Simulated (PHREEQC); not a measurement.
Nickel, zinc or cadmium bath (model solution)

Solution (25 °C): 0.082 mol/kgw NiCl2, 0.02 mol/kgw KCl and 8.7e-05 mol/kgw HCl. Closed to the air; pH follows from the charge balance.

Model: ion-association model, wateq4f.dat, run in PHREEQC.

This is a speciation only: nothing precipitates in the calculation.

Q: Predict the pH.

A: pH 4.16.

Q: In which forms is Cl present?

A: Cl- 93 %, NiCl+ 4.6 %, NiCl2 2.8 % of the Cl.
